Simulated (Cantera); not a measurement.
Cantera with NASA thermochemical tables; ideal gases at 1 bar, condensed phases pure. Values are per mole of reaction as written; species without (g) are pure solids or liquids, kept so even where they would boil at 1 bar. TiC: taken at fixed stoichiometry.

2 TiO(g) + 3 C2H4(g) ⇌ 2 C2H6(g) + 2 TiC + O2(g), with ΔH° = -802.2 kJ and ΔS° = -412.8 J/K at 300 K.

Question: How far is the shortcut ΔG° ≈ ΔH°(300 K) − T·ΔS°(300 K) from the full temperature-dependent value at 1723, 1773, 1823, 1873, 1923, 1973, 2023, 2073, 2123, 2173 K?

Answer: 
| T (K) | shortcut (kJ) | full (kJ) | difference (kJ) | difference in log10 K |
|---|---|---|---|---|
| 1723 | -90.9 | -122.0 | 31.2 | -0.94 |
| 1773 | -70.2 | -103.3 | 33.1 | -0.98 |
| 1823 | -49.6 | -84.7 | 35.1 | -1.01 |
| 1873 | -28.9 | -66.1 | 37.2 | -1.04 |
| 1923 | -8.3 | -47.6 | 39.3 | -1.07 |
| 1973 | 12.3 | -29.1 | 41.4 | -1.10 |
| 2023 | 33.0 | -10.7 | 43.7 | -1.13 |
| 2073 | 53.6 | 7.7 | 45.9 | -1.16 |
| 2123 | 74.3 | 26.0 | 48.2 | -1.19 |
| 2173 | 94.9 | 44.3 | 50.6 | -1.22 |
The shortcut ignores the heat-capacity change of the reaction.
